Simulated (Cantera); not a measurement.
A Cantera script and what it prints.

```python
import numpy as np
import cantera as ct

gas_names = """
    S2 PbS CS2 H2 H2S
""".split()
cond_names = """
    Pb(cr) Pb(L) Ni(cr) Ni(L) NiS2(s) NiS2(L) C(gr)
""".split()


# ... load() reads the species with a 1 bar reference pressure and builds the phases ...
species = {s.name: s for s in load("nasa_gas.yaml", gas_names) + load("nasa_condensed.yaml", cond_names)}
# Each term lists the table entries of one substance; the one whose range holds T is used.
reactions = {
    '2 Pb + S2(g) = 2 PbS(g)':
        [(-2, ['Pb(cr)', 'Pb(L)']), (-1, ['S2']), (2, ['PbS'])],
    'Ni + S2(g) = NiS2':
        [(-1, ['Ni(cr)', 'Ni(L)']), (-1, ['S2']), (1, ['NiS2(s)', 'NiS2(L)'])],
    'C + S2(g) = CS2(g)':
        [(-1, ['C(gr)']), (-1, ['S2']), (1, ['CS2'])],
    '2 H2(g) + S2(g) = 2 H2S(g)':
        [(-2, ['H2']), (-1, ['S2']), (2, ['H2S'])],
}


def pick(names, T):
    return next(species[n] for n in names if species[n].thermo.min_temp <= T <= species[n].thermo.max_temp)


results = []
for label, terms in reactions.items():
    print(label)
    print("     T/K   dH/kJ  dS/(J/K)   dG/kJ   log10 K")
    for T in [850, 1000, 1150, 1300, 1450]:
        used = [(nu, pick(names, T)) for nu, names in terms]
        dH = sum(nu * s.thermo.h(T) for nu, s in used) / 1e6
        dS = sum(nu * s.thermo.s(T) for nu, s in used) / 1e3
        dG = dH - T * dS / 1e3
        logK = -dG * 1e6 / (ct.gas_constant * T * np.log(10))
        results.append((label, T, dH, dS, dG, logK, [s.name for _, s in used]))
        print(f"{T:8g} {dH:8.1f} {dS:8.1f} {dG:8.1f} {logK:8.2f}")
```

Output:

```
2 Pb + S2(g) = 2 PbS(g)
     T/K   dH/kJ  dS/(J/K)   dG/kJ   log10 K
     850    114.4    108.5     22.2    -1.37
    1000    111.2    105.0      6.2    -0.33
    1150    108.1    102.1     -9.3     0.42
    1300    105.1     99.6    -24.4     0.98
    1450    102.0     97.4    -39.2     1.41
Ni + S2(g) = NiS2
     T/K   dH/kJ  dS/(J/K)   dG/kJ   log10 K
     850   -254.2   -175.7   -104.8     6.44
    1000   -251.9   -173.2    -78.7     4.11
    1150   -249.4   -170.9    -52.9     2.40
    1300   -180.8   -117.3    -28.4     1.14
    1450   -178.2   -115.4    -11.0     0.40
C + S2(g) = CS2(g)
     T/K   dH/kJ  dS/(J/K)   dG/kJ   log10 K
     850    -10.1      7.0    -16.0     0.98
    1000     -9.9      7.1    -17.0     0.89
    1150     -9.9      7.1    -18.1     0.82
    1300    -10.0      7.1    -19.2     0.77
    1450    -10.1      7.0    -20.2     0.73
2 H2(g) + S2(g) = 2 H2S(g)
     T/K   dH/kJ  dS/(J/K)   dG/kJ   log10 K
     850   -178.6    -96.8    -96.3     5.92
    1000   -179.8    -98.1    -81.7     4.27
    1150   -180.5    -98.8    -66.9     3.04
    1300   -181.0    -99.2    -52.0     2.09
    1450   -181.2    -99.4    -37.1     1.34
```

Source: NASA polynomial tables (part measured, part estimated), evaluated in Cantera. Condensed species are held in their standard states even where they would react or evaporate.
